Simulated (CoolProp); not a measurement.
A Linde-Hampson liquefier for dry air: isothermal reversible compression at 230 K from 1 atm to 10 MPa, throttling to 1 atm, return gas leaving the recuperator 2 K below the feed. Each further row changes one setting.

Values from CoolProp's reference Helmholtz-energy equation of state, Lemmon 2000. It is a pseudo-pure fit of the blend.

```json
[
 {"case": "as stated", "liquid yield per pass": "…", "compression work (kJ/kg of gas)": "295"},
 {"case": "high pressure 20 MPa", "liquid yield per pass": "0.169", "compression work (kJ/kg of gas)": "…"},
 {"case": "warm-end temperature 260 K", "liquid yield per pass": "…", "compression work (kJ/kg of gas)": "338"},
 {"case": "warm-end gap 7 K", "liquid yield per pass": "…", "compression work (kJ/kg of gas)": "295"}
]
```

Question: What belongs in the gaps?

Answer: 
- as stated, liquid yield per pass: 0.098
- high pressure 20 MPa, compression work (kJ/kg of gas): 337
- warm-end temperature 260 K, liquid yield per pass: 0.067
- warm-end gap 7 K, liquid yield per pass: 0.085
